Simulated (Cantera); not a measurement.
A perfectly stirred reactor is fed with C2H6 : N2 = 1 : 57 (molar parts), at 0.132 atm; it is held at 1848 K, and followed from long to short residence time.

Model: GRI-Mech 3.0 (53 species, 325 reactions), integrated in Cantera. GRI-Mech 3.0 stops at C3 and has no aromatics, soot or wall deposition, so with more carbon than oxygen in the feed, carbon stays in small species such as C2H2 where larger ones or solid carbon would form.

Task: What does this change do: temperature 1848 to 1875 K?

Result: 
```csv
quantity,before,after
x(C2H6) at τ = 0.350 s,2.33e-6,1.85e-6
x(C2H2) at τ = 0.350 s,0.0160,0.0159
x(CH2) at τ = 0.350 s,2.04e-6,2.29e-6
x(CH4) at τ = 0.350 s,0.000668,0.000573
x(HCN) at τ = 0.350 s,0.000512,0.000700
x(C2H6) at τ = 12.0 ms,5.64e-5,4.61e-5
x(C2H2) at τ = 12.0 ms,0.0149,0.0150
x(CH2) at τ = 12.0 ms,1.15e-5,1.27e-5
x(CH4) at τ = 12.0 ms,0.00193,0.00178
x(HCN) at τ = 12.0 ms,0.000149,0.000191
```
